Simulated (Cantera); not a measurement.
Feed: 1 mol SiCl4, 0.77 mol HCl, 43 mol N2, at 1298.15 K and 4.10 mbar.

These are equilibrium values from Cantera (NASA tables, ideal gas, pure condensed phases), not measurements of a reactor. The tables' values for SiCl3 are old estimates; treat these amounts as uncertain. Rates play no part.

```csv
species,before,after
N2,0.960,0.896
H2,7.27e-7,0.0874
HCl,0.0172,0.0168
SiCl4,0.0221,2.19e-7
SiCl2,1.74e-5,2.19e-5
Cl,0.000286,8.03e-7
SiCl3,0.000254,8.96e-7
"Si3N4(s), mol",0,1.000
```
Gas species are given as mole fractions.

Task: Name the change that produced these shifts.
A. SiCl4 replaced by SiH2Cl2
B. SiCl4 replaced by Si3H8
C. temperature from 1298.15 K to 1773.15 K
D. temperature from 1298.15 K to 1400 K

Result: B, SiCl4 replaced by Si3H8. The feed counts by its element totals alone. N2 is the only nitrogen source here; it is nearly inert below about 1500 K, so the nitride shown seldom forms there in practice
